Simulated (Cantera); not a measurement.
# Equilibrium for roasting and sulfation: Fe2O3 + SO2 + CO2

A closed system holds: 1 mol Fe2O3, 0.17 mol SO2, 2.5 mol CO2, at 1730 Torr.

Cantera equilibrium calculation (NASA polynomials, part measured and part estimated; ideal gas, pure solids and liquids). Candidate condensed phases: C, Fe, Fe(CO)5, FeO, FeS, FeSO4, FeS2, Fe2O3, Fe2(SO4)3, Fe3O4, S; 25 gas species. Mutual solubility and eutectic melting of coexisting phases are not modelled. Equilibrium is a limit: real reactors are often held back by kinetics, nucleation or transport.

```tsv
T (°C)	log p CO2	log p SO2	log p O2	log p CO	log p SO3	log p O	log p SO	n Fe2O3(s)	n Fe3O4(s)
475	0.33	-0.83	<-11	-6.86	-6.86	<-11	-9.87	1.00	0
625	0.33	-0.83	-11.56	-5.78	-5.78	<-11	-8.57	1.00	0
775	0.33	-0.83	-8.39	-5.01	-5.01	<-11	-7.63	1.00	0
925	0.33	-0.83	-6.05	-4.42	-4.44	-10.64	-6.92	1.00	0
1075	0.33	-0.83	-4.11	-4.02	-3.94	-8.44	-6.42	0.999	0.000405
1225	0.33	-0.84	-2.30	-3.84	-3.41	-6.55	-6.16	0.964	0.0241
1375	0.31	-0.86	-0.87	-3.69	-3.02	-5.03	-5.94	0	0.667
1525	0.31	-0.86	-0.87	-2.95	-3.27	-4.36	-5.14	0	0.667
```
log p: log10 of the partial pressure in bar; n: condensed amount in mol.

From 475 °C to 925 °C the condensed part is Fe2O3(s). From 1075 °C to 1225 °C the condensed part is Fe2O3(s) + Fe3O4(s). From 1375 °C to 1525 °C the condensed part is Fe3O4(s).
